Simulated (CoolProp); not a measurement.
2000 sccm (0 °C, 1 atm) of nitrogen bubbles through liquid tetrahydrofuran at 310.9 K and leaves saturated at a total pressure of 0.15 MPa (ideal gas phase). Each further row changes one setting.

Computed with CoolProp (reference Helmholtz-energy equation of state, Fiedler 2023).

```
case                      vapour pressure (kPa)  mole fraction of vapour  delivery (mg/min)  delivery (sccm)  change of delivery for a bath 1 K warmer (%)
------------------------  ---------------------  -----------------------  -----------------  ---------------  --------------------------------------------
as stated                                  36.8                    0.246               2100              651                                           5.4
bath temperature 315.9 K                    [?]                      [?]               2740              851                                           5.6
total pressure 0.3 MPa                     36.8                      [?]                901              280                                           4.6
```

### Question
Some entries are withheld; supply them.

### Answer

- bath temperature 315.9 K, vapour pressure (kPa): 44.8
- bath temperature 315.9 K, mole fraction of vapour: 0.299
- total pressure 0.3 MPa, mole fraction of vapour: 0.123
